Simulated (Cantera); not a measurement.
**N2O furnace oxynitridation**

A perfectly stirred reactor is fed with 33.3 % N2O, 0.143 % H2, 66.6 % N2, at 0.00980 bar; it is held at 1450 K, and followed from long to short residence time.

Cantera simulation using GRI-Mech 3.0 (53 species, 325 reactions); the numbers are that mechanism's predictions, not measurements. GRI-Mech 3.0 was tuned for natural gas; its chemistry of N2O as a main component is partial and can be far from experiment. Radical loss at walls, strong at low pressure, is not modelled. The temperature is held fixed by assumption; the heat of reaction is taken as removed at once.

```json
[
 {"τ (s)": "0.88", "x N2O": "0.253", "x H2": "7.12e-5", "x H": "2.47e-7", "x OH": "5.03e-5", "x N2": "0.705", "x O2": "0.0267"},
 {"τ (s)": "0.48", "x N2O": "0.283", "x H2": "0.000119", "x H": "3.25e-7", "x OH": "5.52e-5", "x N2": "0.690", "x O2": "0.0163"},
 {"τ (s)": "0.26", "x N2O": "0.304", "x H2": "0.000194", "x H": "4.61e-7", "x OH": "6.06e-5", "x N2": "0.680", "x O2": "0.00944"},
 {"τ (s)": "0.14", "x N2O": "0.316", "x H2": "0.000308", "x H": "6.82e-7", "x OH": "6.59e-5", "x N2": "0.674", "x O2": "0.00526"},
 {"τ (s)": "0.077", "x N2O": "0.323", "x H2": "0.000462", "x H": "9.89e-7", "x OH": "7.02e-5", "x N2": "0.671", "x O2": "0.00293"},
 {"τ (s)": "0.042", "x N2O": "0.327", "x H2": "0.000661", "x H": "1.37e-6", "x OH": "7.23e-5", "x N2": "0.669", "x O2": "0.00159"},
 {"τ (s)": "0.023", "x N2O": "0.330", "x H2": "0.000884", "x H": "1.72e-6", "x OH": "7.02e-5", "x N2": "0.667", "x O2": "0.000847"},
 {"τ (s)": "0.012", "x N2O": "0.331", "x H2": "0.00111", "x H": "1.85e-6", "x OH": "6.07e-5", "x N2": "0.667", "x O2": "0.000416"},
 {"τ (s)": "0.0068", "x N2O": "0.332", "x H2": "0.00127", "x H": "1.65e-6", "x OH": "4.65e-5", "x N2": "0.666", "x O2": "0.000218"}
]
```
x: mole fraction; the columns are a selection and need not sum to one.
